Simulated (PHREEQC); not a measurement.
1 kg of water holding 0.091 mol NaOH, 0.0075 mol Na2SO4, 0.22 mol Na2CO3 and 0.017 mol NaCl is evaporated at 25 °C; the solids stay in contact with the brine. The system is closed to CO2. The run lets Burkeite, Halite, Mirabilite, Nahcolite, Natron, Thenardite, Trona precipitate or redissolve, and no other solid.

Base run: PHREEQC, Pitzer model, pitzer.dat. Each further column changes one thing. The table gives water activity.

```tsv
H2O removed (mol)	base	temperature from 25 to 5 °C
0	0.987	0.987
18.01	0.981	(withheld)
24.69	0.978	0.978
30.18	0.973	0.974
38.4	0.961	(withheld)
43.95	0.942	(withheld)
46.01	0.929	0.933
47.7	0.912	0.918
50.23	0.861	0.873
51.94	0.784	(withheld)
52.58	0.678	0.724
```

Q: What belongs in the gaps?

A: 
- 18.01, temperature from 25 to 5 °C: 0.982
- 38.4, temperature from 25 to 5 °C: 0.962
- 43.95, temperature from 25 to 5 °C: 0.945
- 51.94, temperature from 25 to 5 °C: 0.790

 Constants without temperature data keep their 25 °C values here.
